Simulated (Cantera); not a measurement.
A closed system holds: 1 mol SiF4, 7.6 mol H2, equilibrated at 0.710 bar.

Method: chemical equilibrium by Gibbs-energy minimisation in Cantera with the NASA 1993 tables (ideal gas, pure condensed phases). Candidate condensed phases: Si; 25 gas species. The tables' values for SiF3, SiF2 are old estimates; treat these amounts as uncertain. The numbers say what is thermodynamically allowed, not how fast it happens.

x: gas mole fraction; nothing condenses.

```csv
T (K),x H2,x SiF4,x HF,x SiHF3,x SiF3,x SiF2,x SiH2F2
1025,0.883,0.116,0.000578,0.000569,6.31e-6,6.60e-10,?
1075,0.883,0.115,0.000842,0.000819,1.72e-5,4.11e-9,?
1125,0.883,0.115,0.00119,0.00114,4.26e-5,2.15e-8,?
1175,0.882,0.115,0.00164,0.00152,9.69e-5,9.65e-8,?
1225,0.882,0.114,0.00221,0.00197,0.000205,3.76e-7,?
1275,0.881,0.113,0.00294,0.00248,0.000402,1.29e-6,?
1325,0.880,0.112,0.00386,0.00303,0.000743,3.95e-6,?
1375,0.879,0.111,0.00501,0.00359,0.00129,1.08e-5,?
1425,0.877,0.110,0.00647,0.00414,0.00213,2.69e-5,?
1475,0.876,0.108,0.00829,0.00466,0.00333,6.11e-5,?
1525,0.873,0.106,0.0106,0.00511,0.00497,0.000128,?
```

What belongs in the gaps?


- 1025, x SiH2F2: 1.47e-6
- 1075, x SiH2F2: 2.98e-6
- 1125, x SiH2F2: 5.64e-6
- 1175, x SiH2F2: 9.98e-6
- 1225, x SiH2F2: 1.66e-5
- 1275, x SiH2F2: 2.61e-5
- 1325, x SiH2F2: 3.86e-5
- 1375, x SiH2F2: 5.42e-5
- 1425, x SiH2F2: 7.24e-5
- 1475, x SiH2F2: 9.21e-5
- 1525, x SiH2F2: 0.000112
